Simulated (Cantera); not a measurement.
What does this Cantera script print?

```python
import numpy as np
import cantera as ct

surf = ct.Interface("ptcombust.yaml", "Pt_surf")
gas = surf.adjacent["gas"]
gas.TPX = 700, 62000, {'CO': 0.0071, 'O2': 0.016, 'N2': 0.79, 'H2O': 0.041}
surf.TP = 700, 62000
reactor = ct.FlowReactor(gas, clone=False)
reactor.area = 0.0001  # m2
reactor.surface_area_to_volume_ratio = 490  # 1/m
reactor.mass_flow_rate = 2.6 * reactor.area * gas.density  # inlet velocity 2.6 m/s
reactor.energy_enabled = False
wall = ct.ReactorSurface(surf, reactor, clone=False)
net = ct.ReactorNet([reactor])
net.rtol, net.atol = 1e-8, 1e-16
show, cover = ['CO', 'O2', 'H2O', 'CO2'], ['PT(S)', 'H(S)', 'O(S)', 'OH(S)', 'CO(S)', 'C(S)']

rows = []
print(f"{'z/m':>9s}{'u/(m/s)':>9s}" + "".join(f"{s:>13s}" for s in show + cover))
for z in [0.00012, 0.00019, 0.00032, 0.00054, 0.0009, 0.0015, 0.0025, 0.0042, 0.007, 0.012]:
    net.advance(z)
    rows.append([reactor.speed, *gas[show].X, *surf[cover].coverages])
    print(f"{z:9.4g}{rows[-1][0]:9.3g}" + "".join(f"{x:13.4e}" for x in rows[-1][1:]))
```

Result:

```
      z/m  u/(m/s)           CO           O2          H2O          CO2        PT(S)         H(S)         O(S)        OH(S)        CO(S)         C(S)
  0.00012      2.6   8.2792e-03   1.8717e-02   4.8005e-02   3.3822e-05   6.7072e-02   1.5407e-07   4.3405e-03   5.7485e-04   9.2799e-01   3.5032e-12
  0.00019      2.6   8.2595e-03   1.8707e-02   4.8005e-02   5.3606e-05   6.7158e-02   1.5420e-07   4.3498e-03   5.7583e-04   9.2789e-01   3.4998e-12
  0.00032      2.6   8.2228e-03   1.8689e-02   4.8006e-02   9.0456e-05   6.7318e-02   1.5444e-07   4.3673e-03   5.7768e-04   9.2771e-01   3.4935e-12
  0.00054      2.6   8.1603e-03   1.8658e-02   4.8007e-02   1.5314e-04   6.7594e-02   1.5486e-07   4.3973e-03   5.8086e-04   9.2741e-01   3.4826e-12
   0.0009      2.6   8.0573e-03   1.8607e-02   4.8010e-02   2.5663e-04   6.8057e-02   1.5557e-07   4.4481e-03   5.8621e-04   9.2689e-01   3.4645e-12
   0.0015      2.6   7.8829e-03   1.8521e-02   4.8014e-02   4.3172e-04   6.8862e-02   1.5678e-07   4.5374e-03   5.9559e-04   9.2598e-01   3.4332e-12
   0.0025      2.6   7.5846e-03   1.8374e-02   4.8021e-02   7.3133e-04   7.0310e-02   1.5892e-07   4.7010e-03   6.1261e-04   9.2435e-01   3.3774e-12
   0.0042      2.6   7.0518e-03   1.8112e-02   4.8034e-02   1.2663e-03   7.3143e-02   1.6300e-07   5.0321e-03   6.4655e-04   9.2115e-01   3.2709e-12
    0.007      2.6   6.0835e-03   1.7635e-02   4.8057e-02   2.2386e-03   7.9323e-02   1.7141e-07   5.8069e-03   7.2347e-04   9.1412e-01   3.0505e-12
    0.012     2.59   3.8047e-03   1.6512e-02   4.8112e-02   4.5269e-03   1.0393e-01   1.9966e-07   9.6370e-03   1.0674e-03   8.8533e-01   2.3325e-12
```

Computed with Cantera and Deutschmann's 1995 Pt surface mechanism with GRI-Mech 3.0 gas chemistry. Catalytic surfaces can have several steady states; this one follows from the mechanism file's or the stated starting coverage. Mass transfer to the wall is taken as infinitely fast.
